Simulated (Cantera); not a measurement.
Charge: 1 mol Si₃N₄, 0.045 mol O₂, 4.3 mol N₂, held at 1575 K.

These are equilibrium values from Cantera (NASA tables, ideal gas, pure condensed phases), not measurements of a reactor. Candidate condensed phases: Si, SiO₂, Si₂N₂O, Si₃N₄; 16 gas species. Mutual solubility and eutectic melting of coexisting phases are not modelled. Kinetics and transport are ignored.

Problem. What share of the Si ends up in condensed phases as a function of P (Pa), at 0.100, 0.750, 5.60, 42, 320, 2400, 18000, 130000, 1000000?

Solution. 
```csv
P (Pa),Si condensed (%),as
0.100,83.9,Si(s)
0.750,95.3,Si(s)
5.60,96.8,Si(s)
42,98.7,Si₂N₂O(s) + Si₃N₄(s)
320,99.9,Si₂N₂O(s) + Si₃N₄(s)
2400,100.0,Si₂N₂O(s) + Si₃N₄(s)
18000,100.0,Si₂N₂O(s) + Si₃N₄(s)
130000,100.0,Si₂N₂O(s) + Si₃N₄(s)
1000000,100.0,Si₂N₂O(s) + Si₃N₄(s)
```
